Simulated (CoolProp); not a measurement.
Computed with CoolProp (reference Helmholtz-energy equation of state, Schroeder 2014).

Give the vapour pressure (MPa), vapour Z, liquid viscosity (µPa s) of saturated ethanol at 500.1 K.


```
T (K)  p (MPa)  vapour Z  liquid viscosity (µPa s)
-----  -------  --------  ------------------------
500.1     4.88     0.558                      60.9
```

Viscosity comes from a separate model (Kiselev 2005).
